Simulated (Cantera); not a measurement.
Cantera with NASA thermochemical tables; ideal gases at 1 bar, condensed phases pure. Values are per mole of reaction as written; species without (g) are pure solids or liquids, kept so even where they would boil at 1 bar.

NO₂(g) + Cr₂N ⇌ 2 NO(g) + 2 Cr

```csv
T (K),ΔH° (kJ),ΔS° (J/K),ΔG° (kJ),log10 K
375,…,…,…,…
475,…,…,…,…
575,272.9,161.6,179.9,-16.35
675,…,…,…,…
775,271.0,158.8,147.9,-9.97
875,…,…,…,…
975,268.7,156.2,116.4,-6.23
1075,267.6,155.1,100.8,-4.90
```

Some entries are withheld; supply them.


- 375, ΔH° (kJ): 273.9
- 375, ΔS° (J/K): 163.8
- 375, ΔG° (kJ): 212.5
- 375, log10 K: -29.60
- 475, ΔH° (kJ): 273.5
- 475, ΔS° (J/K): 162.9
- 475, ΔG° (kJ): 196.2
- 475, log10 K: -21.57
- 675, ΔH° (kJ): 272.0
- 675, ΔS° (J/K): 160.2
- 675, ΔG° (kJ): 163.8
- 675, log10 K: -12.68
- 875, ΔH° (kJ): 269.9
- 875, ΔS° (J/K): 157.5
- 875, ΔG° (kJ): 132.1
- 875, log10 K: -7.88
